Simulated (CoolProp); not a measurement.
Vapour-liquid equilibrium of n-heptane (1) + ethylbenzene (2) at 479.8 K; x and y are mole fractions of (1).

Model: multi-fluid Helmholtz-energy mixture model, Span 2003 and Zhou 2012; pair parameters Bell 2016, in CoolProp.

| x | bubble pressure (kPa) | y at the bubble point | dew pressure at overall composition x (kPa) | liquid density (mol/L) |
|---|---|---|---|---|
| 0.05 | 528.6 | 0.109 | 507.1 | 6.357 |
| 0.15 | 601.1 | 0.280 | 544.8 | 6.185 |
| 0.25 | 668.2 | 0.411 | 587.4 | 6.016 |
| 0.35 | 731.2 | 0.517 | 635.8 | 5.851 |
| 0.45 | 791.0 | 0.608 | 690.5 | 5.689 |
| 0.55 | 848.7 | 0.689 | 752.0 | 5.530 |
| 0.65 | 904.8 | 0.763 | 820.3 | 5.373 |
| 0.75 | 960.0 | 0.833 | 894.7 | 5.220 |
| 0.85 | 1015 | 0.900 | 974.0 | 5.069 |
| 0.95 | 1070 | 0.967 | 1056 | 4.920 |

No azeotrope shows between x = 0.05 and 0.95.

Pair parameters are fitted to limited data, so mixtures are less certain than the pure fluids.
